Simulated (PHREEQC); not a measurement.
A solution holds 0.00069 mol H2SeO4 and 0.016 mol NaCl per kg of water, at 25 °C. Closed to the air; pH follows from the charge balance.

Computed with PHREEQC (ion-association model, wateq4f.dat).

Each row changes one thing in this solution. This is a speciation only: nothing precipitates in the calculation.

```tsv
case	pH	ionic strength (mol/kgw)
as made	2.92	0.0180
temperature from 25 to 10 °C	…	0.0180
0.0068 mol/kgw CsOH added	11.67	0.0235
temperature from 25 to 40 °C	2.92	0.0180
H2SeO4 from 0.00069 to 0.000345 mol/kgw	3.21	…
0.00038 mol/kgw NH4Cl added	2.92	0.0184
NaCl replaced by NaH2PO4 at the same molality	3.35	0.0172
temperature from 25 to 30 °C	2.92	0.0180
```

Q: What belongs in the gaps?

A: 
- temperature from 25 to 10 °C, pH: 2.91
- H2SeO4 from 0.00069 to 0.000345 mol/kgw, ionic strength (mol/kgw): 0.0170

Constants without temperature data keep their 25 °C values here.
